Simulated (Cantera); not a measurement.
Standard-state values (1 bar) from the NASA 1993 polynomials, evaluated with Cantera. Values are per mole of reaction as written; species without (g) are pure solids or liquids, kept so even where they would boil at 1 bar.

4 Li + O2(g) ⇌ 2 Li2O, with ΔH° = -1197.4 kJ and ΔS° = -245.9 J/K at 300 K.

### Question
How far is the shortcut ΔG° ≈ ΔH°(300 K) − T·ΔS°(300 K) from the full temperature-dependent value at 1048, 1098, 1148, 1198, 1248, 1298, 1348, 1398, 1448, 1498, 1548 K?

### Answer
```csv
T (K),shortcut (kJ),full (kJ),difference (kJ),difference in log10 K,condensed phases
1048,-939.8,-918.5,-21.3,1.06,"Li(l), Li2O(s)"
1098,-927.5,-904.7,-22.7,1.08,"Li(l), Li2O(s)"
1148,-915.2,-891.0,-24.1,1.10,"Li(l), Li2O(s)"
1198,-902.9,-877.4,-25.4,1.11,"Li(l), Li2O(s)"
1248,-890.6,-863.9,-26.7,1.12,"Li(l), Li2O(s)"
1298,-878.3,-850.4,-27.9,1.12,"Li(l), Li2O(s)"
1348,-866.0,-837.0,-29.0,1.12,"Li(l), Li2O(s)"
1398,-853.7,-823.7,-30.0,1.12,"Li(l), Li2O(s)"
1448,-841.4,-810.4,-31.0,1.12,"Li(l), Li2O(s)"
1498,-829.1,-797.2,-31.9,1.11,"Li(l), Li2O(s)"
1548,-816.8,-784.0,-32.8,1.11,"Li(l), Li2O(s)"
```
The shortcut ignores heat capacities and the phase changes listed.
